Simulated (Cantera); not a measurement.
What does this Cantera script print?

```python
import numpy as np
import cantera as ct

gas = ct.Solution("h2o2.yaml")


def delay(T, t_max=10):
    gas.TPX = T, 100000, {'H2': 1, 'O2': 0.417, 'N2': 1.75}
    reactor = ct.IdealGasConstPressureReactor(gas, clone=False)
    net = ct.ReactorNet([reactor])
    net.rtol, net.atol = 1e-8, 1e-16
    while net.time < t_max:
        t_old, T_old = net.time, reactor.T
        net.step()
        if reactor.T > T + 400:  # ignition: a rise of 400 K
            return t_old + (T + 400 - T_old) / (reactor.T - T_old) * (net.time - t_old)
    return np.nan


taus = []
for T in [1100, 1175, 1250, 1325, 1400, 1475, 1550]:
    taus.append(delay(T))
    print(f"T0 = {T:6g} K   tau = {taus[-1]:.4e} s")

# d ln(tau) / d ln(k), from doubling and halving each rate constant
T, sens = 1400, []
for i in range(gas.n_reactions):
    gas.set_multiplier(2.0, i)
    up = delay(T)
    gas.set_multiplier(0.5, i)
    down = delay(T)
    gas.set_multiplier(1.0, i)
    sens.append((np.log(up / down) / np.log(4.0), gas.reaction(i).equation))
sens.sort(key=lambda x: -abs(x[0]))
print(f"sensitivities at {T} K")
for s, eq in sens[:10]:
    print(f"{s:8.3f}  {eq}")
```

Output:

```
T0 =   1100 K   tau = 9.7418e-05 s
T0 =   1175 K   tau = 5.8645e-05 s
T0 =   1250 K   tau = 4.0164e-05 s
T0 =   1325 K   tau = 3.0024e-05 s
T0 =   1400 K   tau = 2.4111e-05 s
T0 =   1475 K   tau = 2.0609e-05 s
T0 =   1550 K   tau = 1.8610e-05 s
sensitivities at 1400 K
  -0.554  H + O2 <=> O + OH
  -0.124  H2 + O <=> H + OH
  -0.073  H + O2 + H2O <=> HO2 + H2O
  -0.062  H2 + OH <=> H + H2O
  -0.052  H + HO2 <=> H2 + O2
  -0.048  H + OH + M <=> H2O + M
  -0.030  2 H + H2O <=> H2 + H2O
  -0.017  H + O2 + N2 <=> HO2 + N2
  -0.016  2 H + M <=> H2 + M
  -0.013  H + O2 + M <=> HO2 + M
```

Detailed kinetics in Cantera: the H2/O2 subset of GRI-Mech 3.0, which has no nitrogen chemistry. Where the delays flatten at high temperature, the 400 K rule measures the pace of heat release, not the induction time.
